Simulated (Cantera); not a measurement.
Feed: 1 mol BN, 1.5 mol NF3, 2.9 mol N2, held at 877 °C and 10.0 mbar.

Equilibrium computed with Cantera from the NASA thermochemical tables; the gas is ideal and each condensed phase is pure. Candidate condensed phases: B, BN; 13 gas species. Kinetics and transport are ignored.

Base state: N2 0.626, F 0.219, BF3 0.151, F2 0.00373 (mole fractions); condensed: gas only.

**Question.** What changes in the equilibrium state with this change: BN replaced by Si3N4?

**Answer.** 
| species | before | after |
|---|---|---|
| N2 | 0.626 | 0.796 |
| SiF4 | 0 | 0.203 |
| SiF3 | 0 | 0.000396 |
| F | 0.219 | <1e-9 |
| BF3 | 0.151 | 0 |
| F2 | 0.00373 | <1e-9 |
| Si3N4(s), mol | 0 | 0.625 |
The tables' values for SiF3 are old estimates; treat these amounts as uncertain. Further candidate phases: Si, Si3N4.

**Question.** What changes in the equilibrium state with this change: temperature from 877 °C to 950 °C?

**Answer.** 
```json
[
 {"species": "N2", "before": "0.626", "after": "0.625"},
 {"species": "F", "before": "0.219", "after": "0.223"},
 {"species": "BF3", "before": "0.151", "after": "0.151"},
 {"species": "F2", "before": "0.00373", "after": "0.00138"}
]
```
